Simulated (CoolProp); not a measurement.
Values from CoolProp's reference Helmholtz-energy equation of state, Wagner 2002.

Q: Give the vapour pressure (MPa), liquid density (kg/m³), liquid cp (kJ/(kg K)), vapour Z of saturated water at 394, 441.3, 504.5 K.

A: 
| T (K) | p (MPa) | liquid density (kg/m³) | liquid cp (kJ/(kg K)) | vapour Z |
|---|---|---|---|---|
| 394 | 0.204 | 942 | 4.24 | 0.975 |
| 441.3 | 0.757 | 899 | 4.36 | 0.941 |
| 504.5 | 2.87 | 825 | 4.70 | 0.859 |
